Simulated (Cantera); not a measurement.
Mixture: CH4 : O2 : N2 = 1 : 3.92 : 14.7 (molar parts), equivalence ratio 0.51, at 4130 Torr, adiabatic and at constant pressure. Ignition delay is the time to a rise of 400 K.

Cantera simulation using GRI-Mech 3.0 (53 species, 325 reactions); the numbers are that mechanism's predictions, not measurements.

**Question.** What does this change do: pressure from 4130 Torr to 548 Torr?

**Answer.** 
| quantity | before | after |
|---|---|---|
| delay at 1050 K | 55.2 ms | 0.449 s |
| delay at 1150 K | 12.7 ms | 88.1 ms |
| delay at 1250 K | 3.50 ms | 20.6 ms |
| delay at 1350 K | 1.10 ms | 5.73 ms |
| delay at 1450 K | 0.389 ms | 1.93 ms |
| apparent activation energy between 1400 and 1500 K | 170 kJ/mol | 170 kJ/mol |

**Question.** What does this change do: pressure from 4130 Torr to 760 Torr?

**Answer.** 
```
quantity                                                before       after
--------------------------------------------------  ----------  ----------
delay at 1050 K                                        55.2 ms     0.327 s
delay at 1150 K                                        12.7 ms     66.3 ms
delay at 1250 K                                        3.50 ms     15.8 ms
delay at 1350 K                                        1.10 ms     4.46 ms
delay at 1450 K                                       0.389 ms     1.49 ms
apparent activation energy between 1400 and 1500 K  170 kJ/mol  180 kJ/mol
```

**Question.** What does this change do: constant volume in place of constant pressure?

**Answer.** 
| quantity | before | after |
|---|---|---|
| delay at 1050 K | 55.2 ms | 53.8 ms |
| delay at 1150 K | 12.7 ms | 12.3 ms |
| delay at 1250 K | 3.50 ms | 3.37 ms |
| delay at 1350 K | 1.10 ms | 1.05 ms |
| delay at 1450 K | 0.389 ms | 0.370 ms |
| apparent activation energy between 1400 and 1500 K | 170 kJ/mol | 170 kJ/mol |
